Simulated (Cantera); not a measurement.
A perfectly stirred reactor is fed with CH4 : H2 = 1 : 15 (molar parts), at 13300 Pa; it is held at 2000 K, and followed from long to short residence time.

Cantera simulation using GRI-Mech 3.0 (53 species, 325 reactions); the numbers are that mechanism's predictions, not measurements. GRI-Mech 3.0 stops at C3 and has no aromatics, soot or wall deposition, so with more carbon than oxygen in the feed, carbon stays in small species such as C2H2 where larger ones or solid carbon would form.

**Question.** What does this change do: H2 15 to 7.8 parts?

**Answer.** 
| quantity | before | after |
|---|---|---|
| x(CH4) at τ = 0.360 s | 0.00399 | 0.00531 |
| x(H2) at τ = 0.360 s | 0.964 | 0.942 |
| x(CH2) at τ = 0.360 s | 1.84e-6 | 2.42e-6 |
| x(CH3) at τ = 0.360 s | 0.000344 | 0.000458 |
| x(C2H6) at τ = 0.360 s | 1.66e-7 | 2.96e-7 |
| x(CH4) at τ = 50.0 ms | 0.0109 | 0.0149 |
| x(H2) at τ = 50.0 ms | 0.961 | 0.936 |
| x(CH2) at τ = 50.0 ms | 4.05e-6 | 5.22e-6 |
| x(CH3) at τ = 50.0 ms | 0.000871 | 0.00118 |
| x(C2H6) at τ = 50.0 ms | 1.12e-6 | 2.11e-6 |
